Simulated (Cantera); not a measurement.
A perfectly stirred reactor is fed with CH₄ : N₂ = 1 : 17 (molar parts), at 300 Torr; it is held at 1650 K, and followed from long to short residence time.

Model: GRI-Mech 3.0 (53 species, 325 reactions), integrated in Cantera. GRI-Mech 3.0 stops at C3 and has no aromatics, soot or wall deposition, so with more carbon than oxygen in the feed, carbon stays in small species such as C2H2 where larger ones or solid carbon would form.

x: mole fraction; the columns are a selection and need not sum to one.

| τ (s) | x CH₄ | x H | x HCN | x CH₂ | x C₂H₄ | x H₂ |
|---|---|---|---|---|---|---|
| 2.4 | 0.00672 | 3.33e-5 | 2.38e-6 | 3.00e-8 | 7.05e-5 | 0.0693 |
| 0.91 | 0.0109 | 2.97e-5 | 1.29e-6 | 4.49e-8 | 0.000102 | 0.0633 |
| 0.35 | (withheld) | (withheld) | (withheld) | (withheld) | (withheld) | (withheld) |
| 0.13 | 0.0253 | 1.95e-5 | 2.86e-7 | 9.22e-8 | 0.000384 | 0.0424 |
| 0.051 | 0.0341 | 1.41e-5 | 1.14e-7 | 1.23e-7 | 0.000740 | 0.0294 |
| 0.020 | 0.0424 | 8.99e-6 | 3.69e-8 | 1.53e-7 | 0.00118 | 0.0170 |
| 0.0075 | 0.0495 | 4.32e-6 | 7.06e-9 | 1.56e-7 | 0.00119 | 0.00694 |
| 0.0029 | 0.0538 | (withheld) | 5.75e-10 | (withheld) | (withheld) | (withheld) |
| 0.0011 | 0.0552 | 3.92e-7 | 2.84e-11 | 2.92e-8 | 6.01e-5 | 0.000250 |
| 0.00042 | 0.0555 | 2.02e-7 | 2.47e-12 | 6.06e-9 | 4.59e-6 | 5.34e-5 |
| 0.00016 | 0.0555 | 1.69e-7 | <1e-12 | 1.07e-9 | 2.79e-7 | 1.72e-5 |

### Question
Complete the blanks.

### Answer

- 0.35, x CH₄: 0.0169
- 0.35, x H: 2.50e-5
- 0.35, x HCN: 6.50e-7
- 0.35, x CH₂: 6.50e-8
- 0.35, x C₂H₄: 0.000184
- 0.35, x H₂: 0.0546
- 0.0029, x H: 1.37e-6
- 0.0029, x CH₂: 9.60e-8
- 0.0029, x C₂H₄: 0.000467
- 0.0029, x H₂: 0.00165
